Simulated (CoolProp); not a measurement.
Toluene along the isotherm 548.6 K: fugacity coefficient from the reference equation and from simpler models built on Tc = 591.7 K, pc = 4126 kPa, ω = 0.266; each cubic takes its own stable root.

Values from CoolProp's reference Helmholtz-energy equation of state, Lemmon 2006. It is a short technical equation, of lower accuracy than the large ones.

```csv
p (kPa),phase,reference,Redlich-Kwong,Soave-Redlich-Kwong,Peng-Robinson
619,gas,0.9300,0.9371,0.9350,0.9293
1240,gas,0.8607,0.8749,0.8707,0.8601
1860,gas,0.7916,0.8132,0.8067,0.7921
2480,liquid,0.7056,0.7505,0.7331,0.7124
3090,liquid,0.5791,0.6428,0.6045,0.5856
3710,liquid,0.4932,0.5507,0.5172,0.4995
4330,liquid,0.4320,0.4850,0.4549,0.4381
4950,liquid,0.3862,0.4358,0.4083,0.3921
5570,liquid,0.3507,0.3976,0.3722,0.3564
6190,liquid,0.3224,0.3671,0.3434,0.3279
```

At some of these states Redlich-Kwong gives the other phase, because its saturation line lies elsewhere.
